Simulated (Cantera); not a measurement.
An adiabatic, constant-pressure homogeneous reactor starts with CH₄ : O₂ : N₂ = 1 : 1.33 : 5.01 (molar parts), equivalence ratio 1.5, at 1325 K and 9.87 atm.

Computed with Cantera and GRI-Mech 3.0 (53 species, 325 reactions).

x: mole fraction; the columns are a selection and need not sum to one.

| t (s) | T (K) | x CH₄ | x O₂ | x H | x C₂H₄ | x C₂H₆ | x HO₂ |
|---|---|---|---|---|---|---|---|
| 1.00e-6 | 1325 | 0.136 | 0.181 | 1.62e-10 | <1e-12 | 2.31e-12 | ___ |
| 2.82e-6 | 1325 | 0.136 | 0.181 | 2.22e-10 | 1.54e-12 | 5.59e-11 | ___ |
| 7.95e-6 | 1325 | 0.136 | 0.181 | 4.38e-10 | 4.87e-11 | 1.51e-9 | ___ |
| 2.24e-5 | 1325 | 0.136 | 0.181 | 1.51e-9 | 2.04e-9 | 5.97e-8 | ___ |
| 6.31e-5 | 1325 | 0.136 | 0.181 | 6.44e-9 | 1.06e-7 | 2.96e-6 | ___ |
| 0.000178 | 1326 | 0.136 | 0.181 | 1.31e-8 | 1.62e-6 | 3.90e-5 | ___ |
| 0.000502 | 1329 | 0.135 | 0.181 | 3.97e-8 | 1.57e-5 | 0.000232 | ___ |
| 0.00141 | 2690 | 3.19e-11 | 0.000113 | 0.00487 | <1e-12 | <1e-12 | ___ |
| 0.00399 | 2688 | 3.43e-11 | 0.000104 | 0.00470 | <1e-12 | <1e-12 | 1.73e-7 |
| 0.0112 | 2688 | 3.43e-11 | 0.000104 | 0.00470 | <1e-12 | <1e-12 | 1.73e-7 |
| 0.0317 | 2688 | 3.43e-11 | 0.000104 | 0.00470 | <1e-12 | <1e-12 | 1.73e-7 |
| 0.0893 | 2688 | 3.43e-11 | 0.000104 | 0.00470 | <1e-12 | <1e-12 | 1.73e-7 |
| 0.252 | 2688 | 3.43e-11 | 0.000104 | 0.00470 | <1e-12 | <1e-12 | 1.73e-7 |
| 0.710 | 2688 | 3.43e-11 | 0.000104 | 0.00470 | <1e-12 | <1e-12 | 1.73e-7 |
| 2.00 | 2688 | 3.43e-11 | 0.000104 | 0.00470 | <1e-12 | <1e-12 | 1.73e-7 |

Problem. Some entries are withheld; supply them.

Solution. 
- 1.00e-6, x HO₂: 9.49e-8
- 2.82e-6, x HO₂: 2.61e-7
- 7.95e-6, x HO₂: 6.85e-7
- 2.24e-5, x HO₂: 1.56e-6
- 6.31e-5, x HO₂: 2.34e-6
- 0.000178, x HO₂: 3.35e-6
- 0.000502, x HO₂: 8.25e-6
- 0.00141, x HO₂: 1.91e-7
